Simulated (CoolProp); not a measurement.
A single-stage vapour-compression cycle with isobutane: evaporating at 311.15 K (dew point), condensing at 368.15 K (bubble point), superheat 2 K, subcooling 2 K, compressor efficiency 0.7, no pressure losses. Each further row changes one setting.

Computed with CoolProp (reference Helmholtz-energy equation of state, Bücker 2006).

```csv
case,cooling COP,pressure ratio,discharge temperature (K),refrigerating effect (kJ/kg),volumetric capacity (kJ/m³)
as stated,2.42,3.59,369.9,165,2120
evaporating temperature 316.15 K,?,?,369.8,?,2510
condensing temperature 363.15 K,2.84,?,365.0,181,2320
subcooling 7 K,2.64,3.59,369.9,181,2320
superheat 12 K,2.54,3.59,?,?,?
compressor efficiency 0.6,?,3.59,374.1,165,2120
```

Some entries are withheld; supply them.


- evaporating temperature 316.15 K, cooling COP: 2.80
- evaporating temperature 316.15 K, pressure ratio: 3.15
- evaporating temperature 316.15 K, refrigerating effect (kJ/kg): 172
- condensing temperature 363.15 K, pressure ratio: 3.26
- superheat 12 K, discharge temperature (K): 378.7
- superheat 12 K, refrigerating effect (kJ/kg): 185
- superheat 12 K, volumetric capacity (kJ/m³): 2260
- compressor efficiency 0.6, cooling COP: 2.07
